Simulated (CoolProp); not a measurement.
The fluid at 293.15 K and 0.169 MPa is throttled through a valve to 0.0405 MPa with no heat exchange. The same conditions are run with several fluids, on thermodynamics alone (safety and materials aside).

Values from CoolProp's reference Helmholtz-energy equation of state of each fluid (dry air: Lemmon 2000; C3F8 (R218): Lemmon 2006; cyclopropane: Polt 1992; nitrous oxide: Lemmon 2006; hydrogen chloride: Thol 2018). The equations of Platzer and Polt are older, rougher fits. Blends and air are pseudo-pure fits.

```csv
fluid,temperature change (K),final density (kg/m³)
dry air,-0.3,[?]
C3F8 (R218),-1.8,3.17
cyclopropane,-3.4,[?]
nitrous oxide,[?],[?]
hydrogen chloride,-2.1,[?]
```

Fill in the missing entries.


- dry air, final density (kg/m³): 0.482
- cyclopropane, final density (kg/m³): 0.712
- nitrous oxide, temperature change (K): -1.5
- nitrous oxide, final density (kg/m³): 0.737
- hydrogen chloride, final density (kg/m³): 0.612
